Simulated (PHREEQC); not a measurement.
A solution holds 0.011 mol/kgw HF, 0.034 mol/kgw NH4HF2, 0.025 mol/kgw (NH4)2SiF6 and 0.013 mol/kgw H3PO4, at 25 °C and 300 atm. Closed to the air; pH follows from the charge balance.

The numbers come from PHREEQC with the ion-association model, phreeqc.dat.

```
Quantity                  Value
----------------  -------------
pH                         2.63
ionic strength    0.112 mol/kgw
density             1.014 g/cm³
total alkalinity    -158 meq/kg
```

| species | molality | activity | log γ |
|---|---|---|---|
| NH4+ | 0.0840 | 0.0620 | -0.132 |
| HF | 0.0491 | 0.0503 | 0.011 |
| SiF6-2 | 0.0250 | 0.00920 | -0.434 |
| F- | 0.0225 | 0.0170 | -0.121 |
| H2PO4- | 0.0106 | 0.00833 | -0.106 |
| HF2- | 0.00375 | 0.00291 | -0.109 |
| H+ | 0.00283 | 0.00233 | -0.085 |
| H3PO4 | 0.00238 | 0.00244 | 0.011 |

Precipitation was switched off in this run. Species that the database lacks are ignored. Under pressure, the constants of complexes without a molar volume in the database are unreliable. SiF6-2 is the database's only silicon fluoride.
